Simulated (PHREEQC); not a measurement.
# Acid rinse or clean

Make-up at 25 °C: 0.23 mol/kgw HNO3, 0.075 mol/kgw FeCl3 and 0.035 mol/kgw MnSO4. It is in equilibrium with CO2 at log p = -3.4 (atm). Otherwise closed; pH follows from the charge balance.

All values are PHREEQC results (ion-association model, phreeqc.dat), not measurements.

This is a speciation only: nothing precipitates in the calculation.

Q: Predict the pH, activity of water.

A: pH 0.80; activity of water 0.987.

Q: In which forms is Mn present?

A: Mn+2 83 %, MnCl+ 14 %, MnSO4 1.4 %, Mn(NO3)2 1.3 % of the Mn.

Saturation is exceeded, for instance for Hematite (slow to form), Goethite (slow to form); the values hold only as long as no solid forms.
